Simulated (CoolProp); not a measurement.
Saturation properties of CH3F (R41).

Values from CoolProp's reference Helmholtz-energy equation of state, Lemmon 2006. It is a short technical equation, of lower accuracy than the large ones.

```csv
T (K),p (bar),enthalpy of vaporisation (kJ/kg),liquid cp (kJ/(kg K)),vapour Z,surface tension (mN/m)
159.4,0.08773,532.7,2.065,0.9905,21.2
170.3,0.2108,519.5,2.058,0.9837,19.4
181.2,[?],505.8,2.059,0.9740,17.6
192.2,0.8764,491.2,2.068,0.9609,15.9
203.1,1.568,475.8,2.086,0.9441,[?]
214,2.629,459.3,2.114,0.9232,12.5
225,[?],441.1,2.155,0.8974,10.9
235.9,6.355,421.3,[?],0.8670,9.32
246.8,9.273,399.3,2.288,0.8311,7.79
257.8,13.14,374.3,2.395,0.7889,6.31
```

Complete the blanks.


- 181.2, p (bar): 0.4497
- 203.1, surface tension (mN/m): 14.2
- 225, p (bar): 4.191
- 235.9, liquid cp (kJ/(kg K)): 2.211

It boils at 194.8 K under 1 atm.

Surface tension comes from a separate correlation (Mulero 2012).
